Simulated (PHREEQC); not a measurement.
1 kg of water holding 0.1 mol/kgw Na2CO3 meets 20 L of dry gas (CH4 1 by moles) at fixed total pressure, at 100 °C; fugacities by Peng-Robinson. The gases take part in no redox reaction, some water evaporates into the gas, and hydrates or a liquid gas phase aren't modelled. Precipitation was switched off in this run.

The numbers come from PHREEQC with the ion-association model, phreeqc.dat.

Task: Predict dissolved CH4 (mol/kgw) at P (atm) = 2, 50, 150, 400.

Result: 
| P (atm) | dissolved CH4 (mol/kgw) |
|---|---|
| 2 | 0.000964 |
| 50 | 0.0427 |
| 150 | 0.109 |
| 400 | 0.216 |

Complexes and solids missing from the database can't appear. Constants without temperature data keep their 25 °C values here.
